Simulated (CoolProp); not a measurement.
n-octane at several states: fugacity coefficient from the reference equation and from simpler models built on Tc = 568.7 K, pc = 2.484 MPa, ω = 0.398; each cubic takes its own stable root.

Computed with CoolProp (reference Helmholtz-energy equation of state, Beckmüller 2019).

| T (K) | p (MPa) | phase | reference | van der Waals | Redlich-Kwong |
|---|---|---|---|---|---|
| 246.2 | 0.181 | liquid | 0.0002604 | 0.1345 | 0.003347 |
| 270.1 | 0.0332 | liquid | 0.009505 | 0.9785 | 0.08033 |
| 450.5 | 1.52 | liquid | 0.2178 | 0.5142 | 0.3400 |
| 323.8 | 0.0167 | liquid | 0.4114 | 0.9927 | 0.9893 |
| 487.8 | 0.0109 | gas | 0.9973 | 0.9981 | 0.9977 |
| 308.6 | 7.26 | liquid | 0.0007198 | 0.03438 | 0.003882 |

At some of these states van der Waals, Redlich-Kwong gives the other phase, because its saturation line lies elsewhere.
